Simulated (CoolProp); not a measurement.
The fluid at 195.12 K and 1.29 MPa flows at 5.8 m/s in a round tube of 4.6 mm bore and 45 µm roughness, fully developed (64/Re and Nu = 3.66 if laminar; Colebrook and Gnielinski if turbulent). The same conditions are run with several fluids, on thermodynamics alone (safety and materials aside).

Computed with CoolProp (reference Helmholtz-energy equation of state of each fluid (normal hydrogen: Leachman 2009; oxygen: Schmidt 1985; methane: Setzmann 1991; dry air: Lemmon 2000; nitrogen: Span 2000)). Blends and air are pseudo-pure fits.

```csv
fluid,Reynolds number,Darcy friction factor,pressure drop (Pa/m),heat-transfer coefficient (W/(m² K)),mass flow (kg/h)
normal hydrogen,6370,0.0454,264,760,0.551
oxygen,48200,0.0389,3780,835,9.22
methane,47900,0.0389,2000,1040,4.88
dry air,47700,0.0389,3390,826,8.26
nitrogen,47300,0.0389,3270,816,7.97
```

Transport values come from each fluid's own correlations.
